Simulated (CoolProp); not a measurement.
A single-stage vapour-compression cycle with R245fa: evaporating at 250.15 K (dew point), condensing at 318.15 K (bubble point), superheat 0 K, subcooling 5 K, compressor efficiency 0.75, no pressure losses. Each further row changes one setting.

Computed with CoolProp (reference Helmholtz-energy equation of state, Akasaka 2015).

```json
[
 {"case": "as stated", "cooling COP": "2.10", "pressure ratio": "17.7", "discharge temperature (K)": "332.1", "refrigerating effect (kJ/kg)": "135", "volumetric capacity (kJ/m³)": "146"},
 {"case": "evaporating temperature 255.15 K", "cooling COP": "2.38", "pressure ratio": "(withheld)", "discharge temperature (K)": "329.9", "refrigerating effect (kJ/kg)": "139", "volumetric capacity (kJ/m³)": "(withheld)"},
 {"case": "condensing temperature 313.15 K", "cooling COP": "(withheld)", "pressure ratio": "15.1", "discharge temperature (K)": "(withheld)", "refrigerating effect (kJ/kg)": "142", "volumetric capacity (kJ/m³)": "154"},
 {"case": "subcooling 10 K", "cooling COP": "2.21", "pressure ratio": "17.7", "discharge temperature (K)": "332.1", "refrigerating effect (kJ/kg)": "142", "volumetric capacity (kJ/m³)": "154"},
 {"case": "superheat 10 K", "cooling COP": "2.14", "pressure ratio": "17.7", "discharge temperature (K)": "342.9", "refrigerating effect (kJ/kg)": "143", "volumetric capacity (kJ/m³)": "149"},
 {"case": "compressor efficiency 0.65", "cooling COP": "1.82", "pressure ratio": "17.7", "discharge temperature (K)": "342.2", "refrigerating effect (kJ/kg)": "135", "volumetric capacity (kJ/m³)": "146"}
]
```

**Question.** Complete the blanks.

**Answer.** 
- evaporating temperature 255.15 K, pressure ratio: 13.5
- evaporating temperature 255.15 K, volumetric capacity (kJ/m³): 195
- condensing temperature 313.15 K, cooling COP: 2.35
- condensing temperature 313.15 K, discharge temperature (K): 327.2
